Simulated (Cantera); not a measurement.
Input (Python, Cantera) and output of one run.

```python
import numpy as np
import cantera as ct

gas_names = [...]  # 113 gases of nasa_gas.yaml made of C, Cu, H, O
cond_names = """
    C(gr) C6H6(L) C7H8(L) C8H18(L),n-octa Cu(cr) Cu(L) CuO(s) CuO2H2(s) Cu2O(s) Cu2O(L) H2O(s) H2O(L)
""".split()


# ... load() reads the species with a 1 bar reference pressure and builds the phases ...
atoms = {
    'Cu2O': {'Cu': 2, 'O': 1},
    'CH4': {'C': 1, 'H': 4},
    'CO': {'C': 1, 'O': 1},
}
top_T = {'C(gr)': 4500, 'CuO(s)': 1390}  # K; cautious upper limits of use, not melting points


# ... equilibrate(T, P, feed) seeds the gas with the atoms and calls Mixture.equilibrate('TP', solver="vcs", rtol=1e-11, max_steps=5000) ...
results = []
feed = {'Cu2O': 1, 'CH4': 0.46, 'CO': 0.39}  # mol
P = 13332.2  # Pa
for T in [1198, 1298, 1398, 1498, 1598, 1698, 1798]:
    mix = equilibrate(T, P, feed)
    results.append((T, P, feed, dict(zip(mix.species_names, mix.species_moles))))

top = {s: max(r[3][s] / sum(r[3][g] for g in gas_names) for r in results) for s in gas_names}
cols = sorted((s for s in top if top[s] > 0.0001), key=lambda s: -top[s])[:6]
seen = [c for c in cond_names if any(r[3].get(c, 0) > 1e-12 for r in results)]
print("log10 of partial pressures in bar; condensed amounts in mol")
print(f"{'T/K':>10s}" + "".join(f"{s[:9]:>10s}" for s in cols + seen))
for T, P, feed, n in results:
    ng = sum(n[g] for g in gas_names)
    print(f"{T:10.4g}" + "".join(f"{np.log10(max(n[s] / ng * P / 1e5, 1e-99)):10.3f}" for s in cols)
          + "".join(f"{n.get(c, 0):10.4g}" for c in seen))
```

Output:

```
log10 of partial pressures in bar; condensed amounts in mol
       T/K        CO        H2       H2O       CO2        Cu         H    Cu(cr)     Cu(L)
      1198    -1.331    -1.338    -1.632    -1.761    -7.935    -7.390         2         0
      1298    -1.315    -1.354    -1.601    -1.806    -6.822    -6.647         2         0
      1398    -1.303    -1.368    -1.578    -1.847    -5.887    -6.009         0         2
      1498    -1.293    -1.380    -1.559    -1.884    -5.100    -5.455         0         2
      1598    -1.285    -1.390    -1.545    -1.916    -4.413    -4.969         0     1.999
      1698    -1.279    -1.399    -1.533    -1.946    -3.810    -4.539         0     1.998
      1798    -1.275    -1.408    -1.525    -1.973    -3.276    -4.157         0     1.993
```

Equilibrium computed with Cantera from the NASA thermochemical tables; the gas is ideal and each condensed phase is pure.
